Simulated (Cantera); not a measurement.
Cantera run:

```python
import numpy as np
import cantera as ct

gas_names = """
    CL CL2 H HCL H2 Si SiCL SiCL2 SiCL3 SiCL4 SiH SiHCL3 SiH2 SiH2CL2 SiH3 SiH3CL SiH4 Si2 Si3
""".split()
cond_names = """
    Si(cr) Si(L)
""".split()


# ... load() reads the species with a 1 bar reference pressure and builds the phases ...
atoms = {
    'Si': {'Si': 1},
    'Cl2': {'CL': 2},
    'H2': {'H': 2},
    'HCl': {'H': 1, 'CL': 1},
}
top_T = {}  # K; cautious upper limits of use, not melting points


# ... equilibrate(T, P, feed) seeds the gas with the atoms and calls Mixture.equilibrate('TP', solver="vcs", rtol=1e-11, max_steps=5000) ...
results = []
feed = {'Si': 1, 'Cl2': 0.98, 'H2': 0.79, 'HCl': 2.7}  # mol
T = 1073  # K
P = 32000  # Pa
mix = equilibrate(T, P, feed)
results.append((T, P, feed, dict(zip(mix.species_names, mix.species_moles))))
print(gas.report(threshold=0.001))
for i in range(1, mix.n_phases):
    print(f"{mix.phase(i).name:16s} {mix.phase_moles(i):12.5e} mol")
```

It prints:

```
       temperature   1073 K
          pressure   32000 Pa
           density   0.20415 kg/m^3
  mean mol. weight   56.916 kg/kmol
   phase of matter   gas

                          1 kg             1 kmol
                     ---------------   ---------------
          enthalpy       -2.9604e+06       -1.6849e+08  J
   internal energy       -3.1171e+06       -1.7741e+08  J
           entropy              4950        2.8174e+05  J/K
    Gibbs function       -8.2718e+06        -4.708e+08  J
 heat capacity c_p            923.15             52542  J/K
 heat capacity c_v            777.07             44228  J/K

                      mass frac. Y      mole frac. X     chem. pot. / RT
                     ---------------   ---------------   ---------------
               HCL           0.12805            0.1999           -37.556
                H2          0.018137           0.51206           -19.492
             SiCL4           0.83076           0.27833           -123.14
            SiHCL3          0.020788         0.0087356           -105.08
     [  +15 minor]         0.0022624         0.0009781

Si(cr)            0.00000e+00 mol
```

These are equilibrium values from Cantera (NASA tables, ideal gas, pure condensed phases), not measurements of a reactor. The tables' values for SiCl3 are old estimates; treat these amounts as uncertain.
